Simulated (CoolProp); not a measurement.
Saturation properties of sulfur hexafluoride.

Values from CoolProp's reference Helmholtz-energy equation of state, Guder 2009.

```csv
T (°C),p (MPa),liquid density (kg/m³),vapour density (kg/m³),surface tension (mN/m),liquid viscosity (µPa s)
-32.55,0.4497,1758,36.98,8.98,317
-25.25,0.5798,___,47.45,7.92,282
-17.85,0.7385,1674,60.42,6.88,250
-10.45,0.9272,___,76.25,5.88,221
-3.15,1.146,1580,95.32,4.92,195
4.25,1.405,1527,___,3.98,172
11.65,1.705,1468,148.6,3.10,150
18.95,2.045,1403,185.4,2.27,131
26.35,2.440,1325,234.5,1.49,113
```

Problem. What belongs in the gaps?

Solution. 
- -25.25, liquid density (kg/m³): 1717
- -10.45, liquid density (kg/m³): 1629
- 4.25, vapour density (kg/m³): 119.1

Viscosity comes from a separate model (Quiñones-Cisneros 2012). Surface tension comes from a separate correlation (Mulero 2012).
